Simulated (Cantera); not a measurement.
An isothermal, constant-pressure homogeneous reactor starts with 50.0 % C2H6, 50.0 % N2, at 1100 K and 1.00 bar.

Computed with Cantera and GRI-Mech 3.0 (53 species, 325 reactions). GRI-Mech 3.0 stops at C3 and has no aromatics, soot or wall deposition, so with more carbon than oxygen in the feed, carbon stays in small species such as C2H2 where larger ones or solid carbon would form.

Task: Predict: x(C2H6) at 20.0 s; x(C2H4) at 20.0 s; x(H2) at 20.0 s; x(C2H2) at 20.0 s.

Result: 
* **x(C2H6) at 20.0 s**: 0.0209 (gas-phase equilibrium 0.00198)
* **x(C2H4) at 20.0 s**: 0.227 (gas-phase equilibrium 0.105)
* **x(H2) at 20.0 s**: 0.167 (gas-phase equilibrium 0.0336)
* **x(C2H2) at 20.0 s**: 0.0200 (gas-phase equilibrium 0.0472)
